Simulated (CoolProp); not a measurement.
Values from CoolProp's reference Helmholtz-energy equation of state, Thol 2014.

### Question
For chloromethane (R40), give the phase and the Joule-Thomson coefficient (K/MPa), expansivity (1/kK) at 107.95 °C and 25.7 MPa.

### Answer
- 107.95 °C and 25.7 MPa: liquid; Joule-Thomson coefficient -0.0695, expansivity 2.38
